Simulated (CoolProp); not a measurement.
Properties of ethylene along the isotherm 450 K (Tc = 282.4 K, pc = 5.042 MPa, ω = 0.087).

Values from CoolProp's reference Helmholtz-energy equation of state, Smukala 2000.

```json
[
 {"p (MPa)": "2.52", "phase": "gas", "Z": "0.9661", "Joule-Thomson coefficient (K/MPa)": "3.484", "expansivity (1/kK)": "2.547"},
 {"p (MPa)": "5.04", "phase": "gas", "Z": "0.9343", "Joule-Thomson coefficient (K/MPa)": "3.371", "expansivity (1/kK)": "2.900"},
 {"p (MPa)": "7.56", "phase": "supercritical", "Z": "0.9057", "Joule-Thomson coefficient (K/MPa)": "3.200", "expansivity (1/kK)": "3.265"},
 {"p (MPa)": "10.1", "phase": "supercritical", "Z": "0.8814", "Joule-Thomson coefficient (K/MPa)": "2.969", "expansivity (1/kK)": "[?]"},
 {"p (MPa)": "12.6", "phase": "supercritical", "Z": "[?]", "Joule-Thomson coefficient (K/MPa)": "2.691", "expansivity (1/kK)": "3.896"},
 {"p (MPa)": "15.1", "phase": "supercritical", "Z": "0.8517", "Joule-Thomson coefficient (K/MPa)": "2.380", "expansivity (1/kK)": "4.087"},
 {"p (MPa)": "17.6", "phase": "supercritical", "Z": "0.8471", "Joule-Thomson coefficient (K/MPa)": "2.059", "expansivity (1/kK)": "4.167"},
 {"p (MPa)": "20.2", "phase": "supercritical", "Z": "0.8495", "Joule-Thomson coefficient (K/MPa)": "[?]", "expansivity (1/kK)": "4.139"},
 {"p (MPa)": "22.7", "phase": "supercritical", "Z": "[?]", "Joule-Thomson coefficient (K/MPa)": "1.457", "expansivity (1/kK)": "[?]"},
 {"p (MPa)": "25.2", "phase": "supercritical", "Z": "[?]", "Joule-Thomson coefficient (K/MPa)": "1.210", "expansivity (1/kK)": "[?]"}
]
```

Problem. What belongs in the gaps?

Solution. 
- 10.1, expansivity (1/kK): 3.612
- 12.6, Z: 0.8633
- 20.2, Joule-Thomson coefficient (K/MPa): 1.738
- 22.7, Z: 0.8580
- 22.7, expansivity (1/kK): 4.031
- 25.2, Z: 0.8716
- 25.2, expansivity (1/kK): 3.872
